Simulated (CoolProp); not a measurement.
Computed with CoolProp (reference Helmholtz-energy equation of state, Thol 2016).

For hexamethyldisiloxane (MM), give the phase and the Z, cp (kJ/(kg K)), expansivity (1/kK) at 319.65 °C and 495 kPa; 319.65 °C and 836 kPa; 319.65 °C and 4020 kPa.


- 319.65 °C and 495 kPa: gas; Z 0.942, cp 2.24, expansivity 2.10
- 319.65 °C and 836 kPa: gas; Z 0.901, cp 2.26, expansivity 2.47
- 319.65 °C and 4020 kPa: supercritical; Z 0.535, cp 2.92, expansivity 10.3
